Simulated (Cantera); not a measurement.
Cantera run:

```python
import numpy as np
import cantera as ct

gas_names = [...]  # 76 gases of nasa_gas.yaml made of C, H
cond_names = """
    C(gr) C6H6(L) C7H8(L) C8H18(L),n-octa
""".split()


# ... load() reads the species with a 1 bar reference pressure and builds the phases ...
atoms = {
    'C2H2': {'C': 2, 'H': 2},
    'H2': {'H': 2},
}
top_T = {'C(gr)': 4500}  # K; cautious upper limits of use, not melting points


# ... equilibrate(T, P, feed) seeds the gas with the atoms and calls Mixture.equilibrate('TP', solver="vcs", rtol=1e-11, max_steps=5000) ...
results = []
feed = {'C2H2': 1, 'H2': 67}  # mol
P = 170  # Pa
for T in [1300, 1400, 1500, 1600, 1700, 1800, 1900, 2000, 2100, 2200, 2300, 2400]:
    mix = equilibrate(T, P, feed)
    results.append((T, P, feed, dict(zip(mix.species_names, mix.species_moles))))

top = {s: max(r[3][s] / sum(r[3][g] for g in gas_names) for r in results) for s in gas_names}
cols = sorted((s for s in top if top[s] > 0.001), key=lambda s: -top[s])[:7]
seen = [c for c in cond_names if any(r[3].get(c, 0) > 1e-12 for r in results)]
print("log10 of partial pressures in bar; condensed amounts in mol")
print(f"{'T/K':>10s}" + "".join(f"{s[:9]:>10s}" for s in cols + seen))
for T, P, feed, n in results:
    ng = sum(n[g] for g in gas_names)
    print(f"{T:10.4g}" + "".join(f"{np.log10(max(n[s] / ng * P / 1e5, 1e-99)):10.3f}" for s in cols)
          + "".join(f"{n.get(c, 0):10.4g}" for c in seen))
```

Output:

```
log10 of partial pressures in bar; condensed amounts in mol
       T/K        H2         H C2H2,acet     C(gr)
      1300    -2.770    -7.341    -9.009     1.999
      1400    -2.770    -6.698    -8.368     1.999
      1500    -2.770    -6.139    -7.814     1.998
      1600    -2.770    -5.650    -7.331     1.996
      1700    -2.771    -5.217    -6.905      1.99
      1800    -2.773    -4.833    -6.529     1.976
      1900    -2.778    -4.489    -6.196     1.948
      2000    -2.787    -4.182    -5.902     1.897
      2100    -2.803    -3.908    -5.643      1.81
      2200    -2.830    -3.664    -5.421     1.673
      2300    -2.873    -3.451    -5.237     1.472
      2400    -2.939    -3.268    -5.095     1.194
```

Cantera equilibrium calculation (NASA polynomials, part measured and part estimated; ideal gas, pure solids and liquids).
